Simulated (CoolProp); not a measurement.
Vapour-liquid equilibrium of carbon dioxide (1) + the fluoroketone C6F12O (FK-5-1-12) (2) at 5.35 °C; x and y are mole fractions of (1).

Values from CoolProp's multi-fluid Helmholtz-energy mixture model, Span 1996 and McLinden 2015; pair parameters Bell 2016.

```tsv
x	bubble pressure (MPa)	y at the bubble point	dew pressure at overall composition x (MPa)	liquid density (mol/L)
0.05	0.1136	0.858	0.01727	5.507
0.15	0.4385	0.964	0.01931	6.072
0.25	0.8828	0.981	0.02189	[?]
0.35	1.347	0.987	0.02525	7.498
0.45	1.754	0.990	0.02981	8.412
0.55	2.085	[?]	0.03637	9.520
0.65	2.377	0.992	[?]	[?]
0.75	[?]	[?]	0.06502	12.64
0.85	3.104	0.996	0.1076	14.97
0.95	3.670	0.998	0.3184	18.21
```

Problem. Complete the blanks.

Solution. 
- 0.25, liquid density (mol/L): 6.728
- 0.55, y at the bubble point: 0.991
- 0.65, dew pressure at overall composition x (MPa): 0.04664
- 0.65, liquid density (mol/L): 10.89
- 0.75, bubble pressure (MPa): 2.692
- 0.75, y at the bubble point: 0.994

No azeotrope shows between x = 0.05 and 0.95.

The pair parameters rest on a limited set of measurements; away from them the model extrapolates.
